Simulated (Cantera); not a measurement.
# BCl3 + H2 (boron, boron nitride and boron oxide)

Charge: 1 mol BCl3, a varied amount of H2, held at 1848.15 K and 13.3 mbar.

Equilibrium computed with Cantera from the NASA thermochemical tables; the gas is ideal and each condensed phase is pure. Candidate condensed phases: B; 13 gas species. The tables' values for BCl, BCl2, BH2 are old estimates; treat these amounts as uncertain. Gases not in the tables: BHCl2. Rates play no part.

From 22 mol H2 to 130 mol H2 the condensed part is B(s).

```csv
n(H2) (mol),x H2,x HCl,x BCl,x H,n B(s)
22,0.869,0.117,0.00802,0.00429,0.793
40,0.924,0.0669,0.00445,0.00442,0.801
57,0.944,0.0476,0.00313,0.00447,0.802
75,0.956,0.0365,0.00238,0.00450,0.800
93,0.964,0.0296,0.00192,0.00451,0.798
110,0.968,0.0251,0.00163,0.00452,0.796
130,0.973,0.0213,0.00138,0.00453,0.793
```
x: gas mole fraction; n: condensed amount in mol.
